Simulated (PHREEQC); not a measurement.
Ultrapure water in contact with air or piping: speciation

Synthetic water in mmol/kgw, 20 °C, pH 6.59, pe 10.8: Na 0.000336; K 0.000107; Ca 0.000249; Mg 0.000247; Cl 0.000588; S(6) 0.000341; Alkalinity (meq/kgw) 0.000174; Cu(2) 1.81e-07; B 1.21e-05; Br 2.27e-05; F 7.69e-06; Ni 3.81e-07.

Valence states are taken as typed.

Equilibrium calculation in PHREEQC: ion-association model, wateq4f.dat.

The ionic strength is 2.55e-6 mol/kgw and the charge-balance error is -1.1 %.

```json
[
 {"species": "Cl-", "molality": "5.88e-7", "activity": "5.87e-7", "log γ": "-0.001"},
 {"species": "HCO3-", "molality": "4.05e-7", "activity": "4.04e-7", "log γ": "-0.001"},
 {"species": "SO4-2", "molality": "3.41e-7", "activity": "3.38e-7", "log γ": "-0.003"},
 {"species": "Na+", "molality": "3.36e-7", "activity": "3.35e-7", "log γ": "-0.001"},
 {"species": "H+", "molality": "2.58e-7", "activity": "2.57e-7", "log γ": "-0.001"},
 {"species": "CO2", "molality": "2.50e-7", "activity": "2.50e-7", "log γ": "0.000"},
 {"species": "Ca+2", "molality": "2.49e-7", "activity": "2.47e-7", "log γ": "-0.003"},
 {"species": "Mg+2", "molality": "2.47e-7", "activity": "2.45e-7", "log γ": "-0.003"},
 {"species": "K+", "molality": "1.07e-7", "activity": "1.07e-7", "log γ": "-0.001"},
 {"species": "OH-", "molality": "2.65e-8", "activity": "2.64e-8", "log γ": "-0.001"},
 {"species": "Br-", "molality": "2.27e-8", "activity": "2.27e-8", "log γ": "-0.001"},
 {"species": "H3BO3", "molality": "1.21e-8", "activity": "1.21e-8", "log γ": "0.000"},
 {"species": "F-", "molality": "7.69e-9", "activity": "7.67e-9", "log γ": "-0.001"}
]
```

Precipitation was switched off in this run. Species that the database lacks are ignored. Real BF4- forms and hydrolyses slowly; the run takes it at equilibrium. The database's constant for dissolved Cu(OH)2 is higher than later reviews accept.
